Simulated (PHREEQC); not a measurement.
Consider water at 20 °C with 0.006 mol KOH per kg of water. It is in equilibrium with CO2 at log p = -1 (atm). Otherwise closed; pH follows from the charge balance.

Equilibrium calculation in PHREEQC: ion-association model, wateq4f.dat.

Each row changes one thing in this solution. No solid was allowed to form.

```tsv
case	pH	ionic strength (mol/kgw)	HCO3- (mol/kgw)	CO2 (mol/kgw)	CO3-2 (mol/kgw)
as made	6.53	0.00600	0.00600	0.00391	1.09e-6
diluted 100-fold with water	4.69	8.06e-5	8.06e-5	0.00392	1.72e-10
diluted 2-fold with water	[?]	0.00300	0.00300	0.00392	2.62e-7
diluted 10-fold with water	[?]	0.000603	0.000603	0.00392	9.94e-9
temperature from 20 to 35 °C	[?]	0.00600	0.00600	[?]	1.82e-6
0.0011 mol/kgw RbCl added	6.53	0.00710	0.00600	0.00391	1.11e-6
```

What belongs in the gaps?


- diluted 2-fold with water, pH: 6.24
- diluted 10-fold with water, pH: 5.56
- temperature from 20 to 35 °C, pH: 6.63
- temperature from 20 to 35 °C, CO2 (mol/kgw): 0.00265
